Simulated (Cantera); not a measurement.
Input: 1 mol CaO, 1.6 mol Cl₂, 4.1 mol N₂, 48 mol HCl, held at 1173.15 K and 3800 Pa.

These are equilibrium values from Cantera (NASA tables, ideal gas, pure condensed phases), not measurements of a reactor. Candidate condensed phases: Ca, CaCl₂, CaO, Ca(OH)₂, H₂O, NH₄Cl; 36 gas species. Condensed phases not in the tables: oxide chlorides. The numbers say what is thermodynamically allowed, not how fast it happens.

Base state: HCl 0.874, N₂ 0.0776, Cl₂ 0.0273, H₂O 0.0175, Cl 0.00301, O₂ 0.000734, CaCl₂ 9.75e-5 (mole fractions); condensed: CaCl₂(l).

Question: What changes in the equilibrium state with this change: temperature from 1173.15 K to 1200 K?

Answer: 
```json
[
 {"species": "HCl", "before": "0.874", "after": "0.874"},
 {"species": "N₂", "before": "0.0776", "after": "0.0776"},
 {"species": "Cl₂", "before": "0.0273", "after": "0.0265"},
 {"species": "Cl", "before": "0.00301", "after": "0.00395"},
 {"species": "H₂O", "before": "0.0175", "after": "0.0172"},
 {"species": "CaCl₂", "before": "9.75e-5", "after": "0.000184"},
 {"species": "O₂", "before": "0.000734", "after": "0.000878"},
 {"species": "CaCl₂(l), mol", "before": "0.995", "after": "0.990"}
]
```
